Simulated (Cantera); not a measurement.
Thermodynamics of oxide etching and cleaning by halides, feed CaO + HCl + H2

Feed: 1 mol CaO, a varied amount of HCl, 0.4 mol H2, held at 650 K and 0.0683 Torr.

Equilibrium computed with Cantera from the NASA thermochemical tables; the gas is ideal and each condensed phase is pure. Candidate condensed phases: Ca, CaCl2, CaO, Ca(OH)2, H2O; 21 gas species. Condensed phases not in the tables: oxide chlorides. Equilibrium is a limit: real reactors are often held back by kinetics, nucleation or transport.

| n(HCl) (mol) | log p HCl | log p H2O | log p H2 | n CaCl2(s) |
|---|---|---|---|---|
| 2.4 | -4.69 | -4.30 | -4.69 | 1.00 |
| 2.9 | -4.45 | -4.40 | -4.80 | 1.00 |
| 3.5 | -4.33 | -4.50 | -4.90 | 1.00 |
| 4.2 | -4.25 | -4.60 | -5.00 | 1.00 |
| 5 | -4.21 | -4.68 | -5.08 | 1.00 |
| 6 | -4.17 | -4.77 | -5.17 | 1.00 |
| 7.3 | -4.14 | -4.87 | -5.26 | 1.00 |
| 8.8 | -4.12 | -4.95 | -5.35 | 1.00 |
| 11 | -4.10 | -5.06 | -5.46 | 1.00 |
| 13 | -4.09 | -5.13 | -5.53 | 1.00 |
| 15 | -4.09 | -5.20 | -5.60 | 1.00 |
| 18 | -4.08 | -5.28 | -5.68 | 1.00 |
| 22 | -4.07 | -5.37 | -5.77 | 1.00 |
log p: log10 of the partial pressure in bar; n: condensed amount in mol.

From 2.4 mol HCl to 22 mol HCl the condensed part is CaCl2(s).
